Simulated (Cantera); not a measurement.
**Catalytic combustion on Pt**

An isothermal plug-flow reactor at 900 K and 0.630 bar (inlet), inlet velocity 4.6 m/s, active area per volume 210 1/m; feed H2 : O2 : N2 = 0.005 : 0.022 : 0.79 (molar parts).

Cantera simulation using Deutschmann's 1995 Pt surface mechanism with GRI-Mech 3.0 gas chemistry; the numbers are that mechanism's predictions, not measurements. Catalytic surfaces can have several steady states; this one follows from the mechanism file's or the stated starting coverage. Mass transfer to the wall is taken as infinitely fast.

```csv
z (m),x H2,x O2,x H2O,θ free Pt,θ O*,θ OH*
0.00012,0.00560,0.0267,0.000523,0.434,0.564,0.00166
0.00025,0.00512,0.0264,0.00100,0.403,0.596,0.00166
0.00054,0.00428,0.0260,0.00185,0.350,0.649,0.00165
0.0012,0.00305,0.0254,0.00308,0.281,0.718,0.00162
0.0025,0.00179,0.0248,0.00435,0.227,0.772,0.00160
0.0054,0.000665,0.0243,0.00547,0.193,0.806,0.00158
0.012,8.93e-5,0.0240,0.00605,0.179,0.819,0.00157
```
x: gas mole fraction; θ: surface coverage.
